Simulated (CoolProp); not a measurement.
Properties of fluorine along the isotherm 152.2 K (Tc = 144.4 K, pc = 52.40 bar, ω = 0.045).

Computed with CoolProp (reference Helmholtz-energy equation of state, de Reuck 1990).

| p (bar) | phase | density (kg/m³) | cv (kJ/(kg K)) | speed of sound (m/s) | Joule-Thomson coefficient (K/MPa) | fugacity coefficient |
|---|---|---|---|---|---|---|
| 12.5 | gas | 40.37 | 0.5821 | 207.9 | 7.165 | 0.9343 |
| 25 | gas | 88.32 | 0.6128 | 199.5 | 7.114 | 0.8688 |
| 37.5 | gas | 148.5 | 0.6476 | 191.0 | 6.975 | 0.8038 |
| 50 | gas | 232.4 | 0.6988 | 182.2 | 6.575 | 0.7389 |
| 62.5 | supercritical | 384.0 | 0.8101 | 172.2 | 5.344 | 0.6722 |
| 75 | supercritical | 684.9 | 0.8178 | 203.4 | 2.615 | 0.6021 |
| 87.5 | supercritical | 812.4 | 0.7412 | 263.3 | 1.499 | 0.5423 |
| 100 | supercritical | 875.6 | 0.7168 | 303.2 | 1.053 | 0.4961 |
| 112 | supercritical | 917.1 | 0.7072 | 332.5 | 0.8050 | 0.4611 |
| 125 | supercritical | 951.6 | 0.7025 | 358.7 | 0.6237 | 0.4307 |
| 138 | supercritical | 979.4 | 0.7003 | 381.4 | 0.4924 | 0.4063 |
| 150 | supercritical | 1001 | 0.6992 | 400.3 | 0.3987 | 0.3876 |
| 162 | supercritical | 1020 | 0.6986 | 417.7 | 0.3230 | 0.3719 |
| 175 | supercritical | 1039 | 0.6980 | 435.4 | 0.2556 | 0.3576 |
| 188 | supercritical | 1055 | 0.6973 | 452.0 | 0.1994 | 0.3455 |
| 200 | supercritical | 1069 | 0.6965 | 466.7 | 0.1552 | 0.3360 |
